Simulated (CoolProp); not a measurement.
The fluid at 445.43 K and 1.51 MPa flows at 13 m/s in a round tube of 4.6 mm bore and 1.5 µm roughness, fully developed (64/Re and Nu = 3.66 if laminar; Colebrook and Gnielinski if turbulent). The same conditions are run with several fluids, on thermodynamics alone (safety and materials aside).

Values from CoolProp's reference Helmholtz-energy equation of state of each fluid (R11: Jacobsen 1992; R134a: Tillner-Roth 1994; CF4 (R14): Platzer 1990; R125: Lemmon 2005; R404A: Lemmon 2003). The equations of Platzer and Polt are older, rougher fits. Blends and air are pseudo-pure fits.

Rank R11, R134a, CF4 (R14), R125, R404A by Reynolds number, highest first.

R11 (257000), R125 (160000), R134a (149000), R404A (138000), CF4 (R14) (88600)

| fluid | Darcy friction factor | pressure drop (Pa/m) | heat-transfer coefficient (W/(m² K)) | mass flow (kg/h) |
|---|---|---|---|---|
| R11 | 0.0174 | 21300 | 1560 | 51.7 |
| R134a | 0.0185 | 15200 | 1660 | 34.8 |
| CF4 (R14) | 0.0200 | 13200 | 1140 | 28.1 |
| R125 | 0.0184 | 17400 | 1760 | 40.2 |
| R404A | 0.0187 | 14500 | 1580 | 32.9 |

Transport values come from each fluid's own correlations; those of R11, R134a, CF4 (R14) are estimates that may be off by 10 % or more.
